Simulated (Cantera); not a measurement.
## Premixed flame

A freely propagating, adiabatic, planar premixed flame of 11.6 % CH4, 0.694 % C2H6, 21.3 % O2, 59.7 % N2, 6.71 % CO2, equivalence ratio 1.2, unburnt at 700 K and 9.87 atm; mixture-averaged transport, grid criteria slope 0.08 and curve 0.16, no radiation.

Model: GRI-Mech 3.0 (53 species, 325 reactions), integrated in Cantera. Burning velocities carry a grid error of a few per cent, more on coarse grids.

```tsv
z (mm)	T (K)	u (m/s)	x CH4	x C2H6	x O2	x NO	x C2H4	x CH2
-0.152	701	0.849	0.115	0.00693	0.212	<1e-8	1.01e-6	<1e-8
-0.102	707	0.858	0.114	0.00690	0.211	3.11e-8	6.93e-6	<1e-8
-0.0762	725	0.884	0.112	0.00685	0.209	1.33e-7	3.39e-5	<1e-8
-0.0508	828	1.02	0.103	0.00655	0.198	9.68e-7	0.000257	<1e-8
-0.0254	1293	1.62	0.0680	0.00454	0.148	9.35e-6	0.00169	9.36e-8
-0.0127	1724	2.19	0.0357	0.00196	0.0968	2.16e-5	0.00237	6.50e-6
0	2118	2.72	0.00828	0.000121	0.0449	4.14e-5	0.000807	7.45e-5
0.0127	2299	2.96	0.000666	7.50e-7	0.0175	6.95e-5	3.14e-5	3.95e-5
0.0254	2363	3.03	3.26e-5	<1e-8	0.00849	9.07e-5	3.04e-7	3.47e-6
0.0508	2424	3.09	1.29e-7	<1e-8	0.00416	0.000110	<1e-8	1.65e-8
0.102	2476	3.15	<1e-8	<1e-8	0.00216	0.000125	<1e-8	<1e-8
0.203	2510	3.19	<1e-8	<1e-8	0.00109	0.000143	<1e-8	<1e-8
0.407	2523	3.20	<1e-8	<1e-8	0.000703	0.000166	<1e-8	<1e-8
```
x: mole fraction of selected species; z is measured from the peak of heat release.

The laminar burning velocity is 84.5 cm/s, the thermal thickness is 0.0508 mm and the peak x(C2H4) is 0.00239. The peak x(CH2) comes out as 8.30e-5 and the grid points comes out as 141.
